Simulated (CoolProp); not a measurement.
A simple Rankine cycle with R1336mzz(Z): condensing at 292.15 K, boiler at 1.58 MPa, turbine inlet 416.1 K, turbine efficiency 0.6, pump efficiency 0.7, no recuperator. Each further row changes one setting.

The numbers come from the reference Helmholtz-energy equation of state, McLinden 2020 in CoolProp.

```csv
case,thermal efficiency (%),net work (kJ/kg),heat in (kJ/kg),turbine exit temperature (K),volume ratio over the turbine
as stated,12.0,31.4,261,356.9,34.3
turbine inlet 436.1 K,12.0,34.4,288,380.8,31.4
condensing temperature 284.15 K,12.8,34.8,271,353.1,47.8
boiler pressure 1.11 MPa,11.1,30.3,272,369.4,21.1
turbine efficiency 0.5,9.9,25.9,261,362.6,34.8
```
